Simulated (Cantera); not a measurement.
An adiabatic, constant-pressure homogeneous reactor starts with 41.8 % CO, 6.27 % H2, 10.9 % O2, 41.1 % N2, equivalence ratio 2.2, at 1150 K and 11.0 bar.

Computed with Cantera and GRI-Mech 3.0 (53 species, 325 reactions). The hydrogen kinetics of GRI-Mech 3.0 are dated; newer H2 mechanisms differ, most at raised pressure.

Task: Predict: time of steepest temperature rise; temperature at 0.200 s; equilibrium temperature; x(CO) at 0.200 s; x(H2) at 0.200 s; x(O2) at 0.200 s; x(NO2) at 0.200 s; x(H) at 0.200 s; x(H2O2) at 0.200 s; x(OH) at 0.200 s.

Result: 
* **time of steepest temperature rise**: 75.8 µs
* **temperature at 0.200 s**: 2732 K
* **equilibrium temperature**: 2732 K
* **x(CO) at 0.200 s**: 0.283 (gas-phase equilibrium 0.283)
* **x(H2) at 0.200 s**: 0.0125 (gas-phase equilibrium 0.0125)
* **x(O2) at 0.200 s**: 0.000494 (gas-phase equilibrium 0.000494)
* **x(NO2) at 0.200 s**: 1.42e-7 (gas-phase equilibrium 1.42e-7)
* **x(H) at 0.200 s**: 0.00218 (gas-phase equilibrium 0.00218)
* **x(H2O2) at 0.200 s**: 4.52e-8 (gas-phase equilibrium 4.52e-8)
* **x(OH) at 0.200 s**: 0.00252 (gas-phase equilibrium 0.00252)
